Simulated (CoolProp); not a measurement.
Vapour-liquid equilibrium of R134a (1) + R141b (2) at -1.25 °C; x and y are mole fractions of (1).

Model: multi-fluid Helmholtz-energy mixture model, Tillner-Roth 1994 and Lemmon 2006; pair parameters Bell 2016, in CoolProp.

| x | bubble pressure, mixture model (MPa) | bubble pressure, Raoult's law (MPa) | y, mixture model | y, Raoult's law |
|---|---|---|---|---|
| 0.05 | 0.04766 | 0.03920 | 0.465 | 0.357 |
| 0.15 | 0.08655 | 0.06452 | 0.729 | 0.650 |
| 0.25 | 0.1203 | 0.08984 | 0.822 | 0.779 |
| 0.35 | 0.1490 | 0.1152 | 0.869 | 0.850 |
| 0.45 | 0.1731 | 0.1405 | 0.899 | 0.896 |
| 0.55 | 0.1938 | 0.1658 | 0.920 | 0.928 |
| 0.65 | 0.2123 | 0.1911 | 0.937 | 0.951 |
| 0.75 | 0.2301 | 0.2165 | 0.952 | 0.969 |
| 0.85 | 0.2484 | 0.2418 | 0.969 | 0.984 |
| 0.95 | 0.2686 | 0.2671 | 0.988 | 0.995 |

The largest gap from Raoult's law is +34.1 % in bubble pressure, at x = 0.15. No azeotrope shows between x = 0.05 and 0.95.

Pair parameters are fitted to limited data, so mixtures are less certain than the pure fluids.
